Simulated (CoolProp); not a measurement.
Vapour-liquid equilibrium of isobutene (1) + acetone (2) at 0.0692 MPa; x and y are mole fractions of (1).

Values from CoolProp's multi-fluid Helmholtz-energy mixture model, Lemmon 2005 and Lemmon 2006; pair parameters Bell 2016.

| x | bubble temperature, mixture model (°C) | bubble temperature, Raoult's law (°C) | y, mixture model | y, Raoult's law |
|---|---|---|---|---|
| 0.05 | 26.4 | 36.9 | 0.542 | 0.311 |
| 0.125 | 9.5 | 26.8 | 0.800 | 0.581 |
| 0.2 | 0.6 | 18.9 | 0.880 | 0.729 |
| 0.275 | -4.5 | 12.6 | 0.913 | 0.817 |
| 0.35 | -7.4 | 7.4 | 0.930 | 0.872 |
| 0.425 | -9.3 | 3.1 | 0.940 | 0.909 |
| 0.5 | -10.4 | -0.6 | 0.946 | 0.935 |
| 0.575 | -11.3 | -3.8 | 0.950 | 0.953 |
| 0.65 | -12.0 | -6.6 | 0.954 | 0.967 |
| 0.725 | -12.7 | -9.1 | 0.959 | 0.978 |
| 0.8 | -13.5 | -11.3 | 0.965 | 0.986 |
| 0.875 | -14.4 | -13.4 | 0.974 | 0.992 |
| 0.95 | -15.5 | -15.2 | 0.987 | 0.997 |

The largest gap from Raoult's law is -18.3 K in bubble temperature, at x = 0.2. No azeotrope shows between x = 0.05 and 0.95.

Pair parameters are fitted to limited data, so mixtures are less certain than the pure fluids. With so large a gap from Raoult's law the liquid may split in two, which this calculation doesn't test in full.
